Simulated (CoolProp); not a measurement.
A single-stage vapour-compression cycle with the fluid: evaporating at 299.15 K (dew point), condensing at 327.15 K (bubble point), superheat 8 K, subcooling 5 K, compressor efficiency 0.65, no pressure losses. The same conditions are run with several fluids, on thermodynamics alone (safety and materials aside).

The numbers come from the reference Helmholtz-energy equation of state of each fluid (cis-2-butene: Lemmon 2005; n-hexane: Thol 2019; R1336mzz(E): Akasaka 2023; n-pentane: Thol 2019; methanol: de Reuck 1993; R113: Marx 1992) in CoolProp.

| fluid | cooling COP | pressure ratio | discharge temperature (K) | refrigerating effect (kJ/kg) | volumetric capacity (kJ/m³) |
|---|---|---|---|---|---|
| cis-2-butene | 6.44 | 2.25 | [?] | 351 | [?] |
| n-hexane | 6.53 | 2.96 | 336.6 | 326 | 235 |
| R1336mzz(E) | 6.26 | 2.41 | [?] | 122 | 1690 |
| n-pentane | 6.49 | [?] | [?] | 325 | 671 |
| methanol | 6.38 | 3.70 | [?] | 1130 | 257 |
| R113 | 6.53 | 2.68 | [?] | 135 | [?] |

Question: Complete the blanks.

Answer: 
- cis-2-butene, discharge temperature (K): 346.5
- cis-2-butene, volumetric capacity (kJ/m³): 1810
- R1336mzz(E), discharge temperature (K): 335.4
- n-pentane, pressure ratio: 2.54
- n-pentane, discharge temperature (K): 337.7
- methanol, discharge temperature (K): 419.4
- R113, discharge temperature (K): 339.4
- R113, volumetric capacity (kJ/m³): 472
